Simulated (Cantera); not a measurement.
Charge: 1 mol Fe2O3, 18 mol CO, at 2275 °C.

These are equilibrium values from Cantera (NASA tables, ideal gas, pure condensed phases), not measurements of a reactor. Candidate condensed phases: C, Fe, Fe(CO)5, FeO, Fe2O3, Fe3O4; 15 gas species. Each liquid is taken as pure. Mutual solubility and eutectic melting of coexisting phases are not modelled. The tables' stoichiometric FeO is somewhat more stable than real wüstite, so its field is too wide. FeO: taken at fixed stoichiometry. Rates play no part.

x: gas mole fraction; n: condensed amount in mol.

```
P (Pa)    x CO       x CO2         x O        x Fe        x O2       x FeO    n FeO(l)  n Fe(l)
-------  -----  ----------  ----------  ----------  ----------  ----------  ----------  -------
10       0.784      0.0103       0.114      0.0878     0.00388    0.000406           0        0
52       0.783      0.0371      0.0788      0.0897     0.00966     0.00149           0        0
270      0.775  (withheld)  (withheld)      0.0920     0.00993  (withheld)           0        0
1400     0.763       0.124      0.0100      0.0933     0.00422     0.00532           0        0
7200     0.758       0.139     0.00221      0.0936     0.00105     0.00603           0        0
37000    0.818  (withheld)  (withheld)  (withheld)  (withheld)  (withheld)  (withheld)        0
190000   0.903      0.0752     3.79e-5      0.0209     8.16e-6    0.000610        1.60        0
1000000  0.924      0.0719     6.73e-6     0.00424     1.35e-6    0.000116        1.70    0.223
```

Question: Complete the blanks.

Answer: 
- 270, x CO2: 0.0848
- 270, x O: 0.0351
- 270, x FeO: 0.00353
- 37000, x CO2: 0.115
- 37000, x O: 0.000328
- 37000, x Fe: 0.0636
- 37000, x O2: 0.000119
- 37000, x FeO: 0.00313
- 37000, n FeO(l): 0.713
